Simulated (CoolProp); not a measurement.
Vapour pressure (MPa) of sulfur dioxide: the reference equation beside estimates from Tc = 430.6 K, pc = 7.887 MPa, ω = 0.256.

Computed with CoolProp (reference Helmholtz-energy equation of state, Gao 2016).

| T (K) | reference | Lee-Kesler | Peng-Robinson |
|---|---|---|---|
| 304.4 | 0.4810 | 0.4813 | 0.4789 |
| 311.5 | 0.5997 | 0.6010 | 0.5967 |
| 318.7 | 0.7418 | 0.7441 | 0.7377 |
| 325.8 | 0.9054 | 0.9088 | 0.9005 |
| 333 | 1.098 | 1.102 | 1.092 |
| 340.1 | 1.316 | 1.321 | 1.310 |
| 347.2 | 1.565 | 1.570 | 1.559 |
| 354.4 | 1.852 | 1.857 | 1.846 |
| 361.5 | 2.171 | 2.176 | 2.166 |

Absolute difference from the reference over all 9 rows, mean and median: Lee-Kesler 0.3 and 0.3 %, Peng-Robinson 0.4 and 0.5 %.
